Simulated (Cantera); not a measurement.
An isothermal, constant-pressure homogeneous reactor starts with 13.0 % C₂H₄, 87.0 % H₂, at 1500 K and 2.70 Torr.

Detailed kinetics in Cantera: GRI-Mech 3.0 (53 species, 325 reactions). GRI-Mech 3.0 was tuned for natural gas; its chemistry of ethylene as a main component is partial and can be far from experiment. GRI-Mech 3.0 stops at C3 and has no aromatics, soot or wall deposition, so with more carbon than oxygen in the feed, carbon stays in small species such as C2H2 where larger ones or solid carbon would form. Radical loss at walls, strong at low pressure, is not modelled.

Task: Predict: x(C₂H₄) at 1.00 s; x(H₂) at 1.00 s; x(C₂H₆) at 1.00 s; x(CH₃) at 1.00 s; x(H) at 1.00 s.

Result: 
- x(C₂H₄) at 1.00 s: 0.0598 (gas-phase equilibrium 0.000103)
- x(H₂) at 1.00 s: 0.878 (gas-phase equilibrium 0.884)
- x(C₂H₆) at 1.00 s: 1.60e-7 (gas-phase equilibrium 2.82e-9)
- x(CH₃) at 1.00 s: 7.02e-9 (gas-phase equilibrium 5.45e-6)
- x(H) at 1.00 s: 1.33e-5 (gas-phase equilibrium 0.000278)
